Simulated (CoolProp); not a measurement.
Saturation properties of oxygen.

The numbers come from the reference Helmholtz-energy equation of state, Schmidt 1985 in CoolProp.

| T (K) | p (MPa) | liquid cp (kJ/(kg K)) | vapour Z | surface tension (mN/m) | liquid viscosity (µPa s) | vapour viscosity (µPa s) |
|---|---|---|---|---|---|---|
| 111.6 | 0.6058 | 1.822 | 0.8849 | 8.01 | 117 | 8.68 |
| 115 | 0.7556 | 1.858 | 0.8657 | 7.24 | 109 | 8.98 |
| 118.4 | 0.9306 | 1.903 | 0.8447 | 6.49 | 101 | 9.28 |
| 121.8 | 1.133 | 1.957 | 0.8217 | 5.75 | 93.6 | … |
| 125.2 | 1.365 | … | 0.7966 | 5.03 | 86.7 | 9.93 |
| 128.6 | 1.630 | 2.111 | 0.7693 | 4.32 | 80.2 | 10.3 |
| 132 | 1.930 | 2.223 | 0.7395 | 3.64 | 74.0 | 10.7 |
| 135.4 | 2.267 | 2.375 | 0.7067 | 2.98 | 68.0 | 11.1 |
| 138.8 | 2.644 | 2.591 | 0.6703 | 2.35 | … | 11.6 |
| 142.2 | 3.065 | … | 0.6292 | 1.74 | 56.6 | … |

Q: Fill in the missing entries.

A: 
- 121.8, vapour viscosity (µPa s): 9.60
- 125.2, liquid cp (kJ/(kg K)): 2.025
- 138.8, liquid viscosity (µPa s): 62.2
- 142.2, liquid cp (kJ/(kg K)): 2.923
- 142.2, vapour viscosity (µPa s): 12.2

It boils at 90.2 K under 1 atm.

Viscosity comes from a separate model (Lemmon 2004). Surface tension comes from a separate correlation (Mulero 2012).
